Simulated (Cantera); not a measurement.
Source: NASA polynomial tables (part measured, part estimated), evaluated in Cantera. Values are per mole of reaction as written; species without (g) are pure solids or liquids, kept so even where they would boil at 1 bar. The tables' values for C₂F₄ are old estimates.

### Question
Between 573 and 748 K, where is each reaction favourable under standard conditions?
- CF₄(g) → CF₂(g) + F₂(g)
- C₂F₄(g) + 2 CF₄(g) → 4 CF₃(g)

### Answer
- CF₄(g) → CF₂(g) + F₂(g): ΔG° is 646 kJ at 573 K and 614 kJ at 748 K; it stays positive (K < 1). ΔH° is 751 kJ and ΔS° 183 J/K at 748 K.
- C₂F₄(g) + 2 CF₄(g) → 4 CF₃(g): ΔG° is 508 kJ at 573 K and 468 kJ at 748 K; it stays positive (K < 1). ΔH° is 640 kJ and ΔS° 230 J/K at 748 K.
